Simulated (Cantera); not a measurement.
# Thermodynamics of roasting and sulfation, feed FeS₂ + H₂S + N₂

A closed system holds: 1 mol FeS₂, 0.13 mol H₂S, a varied amount of N₂, at 975 K and 110000 Pa.

Equilibrium computed with Cantera from the NASA thermochemical tables; the gas is ideal and each condensed phase is pure. Candidate condensed phases: Fe, FeS, FeS₂, S; 16 gas species. FeS: taken at fixed stoichiometry. Gases not in the tables: S₃ to S₇. Equilibrium is a limit: real reactors are often held back by kinetics, nucleation or transport.

```json
[
 {"n(N₂) (mol)": "4.5", "x N₂": "0.877", "x S₂": "0.0977", "x H₂S": "0.0249", "x H₂": "0.000424", "n FeS(s)": "1.00"},
 {"n(N₂) (mol)": "7.7", "x N₂": "0.924", "x S₂": "0.0602", "x H₂S": "0.0153", "x H₂": "0.000331", "n FeS(s)": "1.00"},
 {"n(N₂) (mol)": "11", "x N₂": "0.946", "x S₂": "0.0431", "x H₂S": "0.0109", "x H₂": "0.000279", "n FeS(s)": "1.00"},
 {"n(N₂) (mol)": "14", "x N₂": "0.957", "x S₂": "0.0343", "x H₂S": "0.00864", "x H₂": "0.000248", "n FeS(s)": "1.00"},
 {"n(N₂) (mol)": "18", "x N₂": "0.966", "x S₂": "0.0269", "x H₂S": "0.00676", "x H₂": "0.000219", "n FeS(s)": "1.00"},
 {"n(N₂) (mol)": "21", "x N₂": "0.971", "x S₂": "0.0232", "x H₂S": "0.00581", "x H₂": "0.000203", "n FeS(s)": "1.00"},
 {"n(N₂) (mol)": "24", "x N₂": "0.974", "x S₂": "0.0204", "x H₂S": "0.00509", "x H₂": "0.000190", "n FeS(s)": "1.00"},
 {"n(N₂) (mol)": "27", "x N₂": "0.977", "x S₂": "0.0182", "x H₂S": "0.00453", "x H₂": "0.000179", "n FeS(s)": "1.00"},
 {"n(N₂) (mol)": "31", "x N₂": "0.980", "x S₂": "0.0159", "x H₂S": "0.00394", "x H₂": "0.000166", "n FeS(s)": "1.00"},
 {"n(N₂) (mol)": "34", "x N₂": "0.982", "x S₂": "0.0145", "x H₂S": "0.00359", "x H₂": "0.000159", "n FeS(s)": "1.00"}
]
```
x: gas mole fraction; n: condensed amount in mol.

From 4.5 mol N₂ to 34 mol N₂ the condensed part is FeS(s).
